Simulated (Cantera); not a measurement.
Input: 1 mol Cu₂O, 0.34 mol H₂, 57 mol N₂, equilibrated at 33.0 mbar.

Method: chemical equilibrium by Gibbs-energy minimisation in Cantera with the NASA 1993 tables (ideal gas, pure condensed phases). Candidate condensed phases: Cu, CuO, Cu(OH)₂, Cu₂O, H₂O; 27 gas species. Mutual solubility and eutectic melting of coexisting phases are not modelled. The numbers say what is thermodynamically allowed, not how fast it happens.

Which condensed phases are stable at each of these points (T (°C)): 900, 1050, 1200, 1350, 1500, 1650, 1800?


| T (°C) | condensed phases | Cu condensed (%) |
|---|---|---|
| 900 | Cu(s) + Cu₂O(s) | 100.0 |
| 1050 | Cu(s) + Cu₂O(s) | 100.0 |
| 1200 | Cu(l) + Cu₂O(s) | 99.5 |
| 1350 | Cu(l) | 95.1 |
| 1500 | Cu(l) | 64.9 |
| 1650 | gas only | 0.0 |
| 1800 | gas only | 0.0 |

From 900 °C to 1050 °C the condensed part is Cu(s) + Cu₂O(s). At 1200 °C the condensed part is Cu(l) + Cu₂O(s). From 1350 °C to 1500 °C the condensed part is Cu(l). From 1650 °C to 1800 °C nothing is condensed.
